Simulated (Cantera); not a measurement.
**Ignition delay**

Mixture: 31.6 % H2, 14.4 % O2, 54.0 % N2, at 16.0 bar, adiabatic and at constant pressure. Ignition delay is the time to a rise of 400 K.

Detailed kinetics in Cantera: GRI-Mech 3.0 (53 species, 325 reactions). The hydrogen kinetics of GRI-Mech 3.0 are dated; newer H2 mechanisms differ, most at raised pressure. The pressure lies above the range GRI-Mech 3.0 was tuned for (to about 10 atm).

| T0 (K) | delay (ms) |
|---|---|
| 1048 | 2.35 |
| 1098 | 0.835 |
| 1148 | 0.305 |
| 1198 | 0.109 |
| 1248 | 0.0352 |
| 1298 | 0.00930 |
| 1348 | 0.00331 |
| 1398 | 0.00192 |
| 1448 | 0.00134 |

```yaml
apparent activation energy between 1348 and 1448 K: 150 kJ/mol
```
